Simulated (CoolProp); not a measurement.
50 sccm (0 °C, 1 atm) of nitrogen bubbles through liquid water at 281.3 K and leaves saturated at a total pressure of 0.00662 MPa (ideal gas phase). Each further row changes one setting.

The numbers come from the reference Helmholtz-energy equation of state, Wagner 2002 in CoolProp.

| case | vapour pressure (kPa) | mole fraction of vapour | delivery (mg/min) | delivery (sccm) | change of delivery for a bath 1 K warmer (%) |
|---|---|---|---|---|---|
| as stated | 1.08 | 0.164 | 7.87 | … | 8.5 |
| bath temperature 286.3 K | 1.51 | 0.229 | 11.9 | … | 8.9 |
| total pressure 0.0132 MPa | 1.08 | 0.0821 | … | … | … |

Problem. Fill in the missing entries.

Solution. 
- as stated, delivery (sccm): 9.79
- bath temperature 286.3 K, delivery (sccm): 14.8
- total pressure 0.0132 MPa, delivery (mg/min): 3.60
- total pressure 0.0132 MPa, delivery (sccm): 4.47
- total pressure 0.0132 MPa, change of delivery for a bath 1 K warmer (%): 7.7
